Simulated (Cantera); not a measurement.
Gas mixture: H2 : C2H6 : C3H8 : C2H2 = 0.1 : 0.77 : 0.41 : 0.15 (molar parts), at 1.00 bar, frozen composition.

Cantera's kinetic-theory transport with the Lennard-Jones parameters of GRI-Mech 3.0, ideal gas; thermal conductivity in the multicomponent form. The composition is frozen, though it would react at the higher temperatures.

D: mixture-averaged diffusion coefficient of that species in the mixture.

```json
[
 {"T (K)": "400", "ρ (kg/m³)": "0.953", "cp (J/kg/K)": "2188", "μ (µPa s)": "12.0", "λ (mW/m/K)": "38.5", "Pr": "0.684", "D (cm²/s) CH3": "0.272", "D (cm²/s) NO": "0.245", "D (cm²/s) H2O": "0.264"},
 {"T (K)": "550", "ρ (kg/m³)": "0.693", "cp (J/kg/K)": "2766", "μ (µPa s)": "15.8", "λ (mW/m/K)": "62.1", "Pr": "0.705", "D (cm²/s) CH3": "0.483", "D (cm²/s) NO": "0.430", "D (cm²/s) H2O": "0.490"},
 {"T (K)": "700", "ρ (kg/m³)": "0.545", "cp (J/kg/K)": "3246", "μ (µPa s)": "19.2", "λ (mW/m/K)": "87.1", "Pr": "0.716", "D (cm²/s) CH3": "0.737", "D (cm²/s) NO": "0.653", "D (cm²/s) H2O": "0.773"},
 {"T (K)": "850", "ρ (kg/m³)": "0.449", "cp (J/kg/K)": "3627", "μ (µPa s)": "22.3", "λ (mW/m/K)": "112", "Pr": "0.721", "D (cm²/s) CH3": "1.03", "D (cm²/s) NO": "0.909", "D (cm²/s) H2O": "1.11"},
 {"T (K)": "1000", "ρ (kg/m³)": "0.381", "cp (J/kg/K)": "3954", "μ (µPa s)": "25.1", "λ (mW/m/K)": "137", "Pr": "0.724", "D (cm²/s) CH3": "1.36", "D (cm²/s) NO": "1.20", "D (cm²/s) H2O": "1.48"},
 {"T (K)": "1150", "ρ (kg/m³)": "0.332", "cp (J/kg/K)": "4204", "μ (µPa s)": "27.7", "λ (mW/m/K)": "161", "Pr": "0.724", "D (cm²/s) CH3": "1.73", "D (cm²/s) NO": "1.52", "D (cm²/s) H2O": "1.90"},
 {"T (K)": "1300", "ρ (kg/m³)": "0.293", "cp (J/kg/K)": "4416", "μ (µPa s)": "30.2", "λ (mW/m/K)": "[?]", "Pr": "0.724", "D (cm²/s) CH3": "[?]", "D (cm²/s) NO": "[?]", "D (cm²/s) H2O": "[?]"},
 {"T (K)": "1450", "ρ (kg/m³)": "0.263", "cp (J/kg/K)": "4596", "μ (µPa s)": "32.5", "λ (mW/m/K)": "[?]", "Pr": "0.724", "D (cm²/s) CH3": "[?]", "D (cm²/s) NO": "[?]", "D (cm²/s) H2O": "[?]"},
 {"T (K)": "1600", "ρ (kg/m³)": "0.238", "cp (J/kg/K)": "4747", "μ (µPa s)": "34.7", "λ (mW/m/K)": "228", "Pr": "0.724", "D (cm²/s) CH3": "3.01", "D (cm²/s) NO": "2.63", "D (cm²/s) H2O": "3.38"}
]
```

### Question
Complete the blanks.

### Answer

- 1300, λ (mW/m/K): 184
- 1300, D (cm²/s) CH3: 2.12
- 1300, D (cm²/s) NO: 1.86
- 1300, D (cm²/s) H2O: 2.36
- 1450, λ (mW/m/K): 206
- 1450, D (cm²/s) CH3: 2.55
- 1450, D (cm²/s) NO: 2.23
- 1450, D (cm²/s) H2O: 2.85
